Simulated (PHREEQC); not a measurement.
Make-up at 25 °C: 0.0067 mol H2SO4, 0.019 mol Al(NO3)3 and 0.0085 mol CO2 per kg of water. Closed to the air; pH follows from the charge balance.

Equilibrium calculation in PHREEQC: ion-association model, phreeqc.dat.

Precipitation was switched off in this run.

Task: Order these Al species by the share of Al that they hold, largest first: AlSO4+, Al(SO4)2-, Al+3.

Result: Al+3 (75 %), AlSO4+ (25 %), Al(SO4)2- (0.36 %)

Task: Order these S species by the share of S that they hold, largest first: Al(SO4)2-, HSO4-, AlHSO4+2, SO4-2, AlSO4+.

Result: AlSO4+ (70 %), SO4-2 (19 %), HSO4- (9.1 %), Al(SO4)2- (2.0 %), AlHSO4+2 (0.14 %)

The pH is 1.98 and the ionic strength 0.104 mol/kgw.
